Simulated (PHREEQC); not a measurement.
Solution (30 °C): 30 mmol/kgw NiCl2, 140 mmol/kgw NaCl and 8.6 mmol/kgw MnSO4. Closed to the air; pH follows from the charge balance.

Model: ion-association model, wateq4f.dat, run in PHREEQC.

Precipitation was switched off in this run.

Problem. What pH, activity of water does the model give?

Solution. pH 5.94; activity of water 0.994.

Problem. In which forms is Ni present?

Solution. Ni+2 79 %, NiCl+ 11 %, NiSO4 6.3 %, NiCl2 3.7 % of the Ni.
